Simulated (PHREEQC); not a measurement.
A column of 0.5 m (30 cells, dispersivity 0.025 m, 3600 s a shift, diffusion coefficient 3e-10 m²/s) holds 0.043 eq of the database's cation exchanger X per kg of pore water, first in equilibrium with 0.5 mmol/kgw ZnSO4, 1.4 mmol/kgw KCl and 0.01 mmol/kgw HCl. It is flushed with 0.031 mol/kgw CdCl2 and 1e-05 mol/kgw HCl, at 40 °C. Values are for the last cell. The system is closed to CO2. Nothing may precipitate in this run.

Base run: PHREEQC, ion-association model, phreeqc.dat. Each further column changes one thing. The table gives K in solution (mol/kgw).

| pore volumes | base | exchange capacity from 0.043 to 0.021 eq/kgw | dispersivity from 0.025 to 0.05 m |
|---|---|---|---|
| 0 | 0.00140 | 0.00140 | 0.00140 |
| 0.4167 | 0.00147 | 0.00147 | 0.00201 |
| 0.6833 | 0.00364 | 0.00328 | 0.00425 |
| 1.083 | 0.00488 | 0.00279 | 0.00389 |
| 1.483 | 0.00292 | 0.00121 | 0.00248 |
| 1.883 | 0.00142 | 0.000420 | 0.00144 |
| 2.15 | 0.000836 | 0.000195 | 0.000985 |
| 2.55 | 0.000358 | 5.85e-5 | 0.000547 |
| 2.95 | 0.000147 | 1.66e-5 | 0.000300 |
| 3.35 | 5.86e-5 | 4.58e-6 | 0.000164 |
| 3.617 | 3.13e-5 | 1.91e-6 | 0.000109 |
| 4.017 | 1.21e-5 | 5.10e-7 | 5.91e-5 |

At this temperature some constants are extrapolated from 25 °C, and those without enthalpy data are left unchanged.
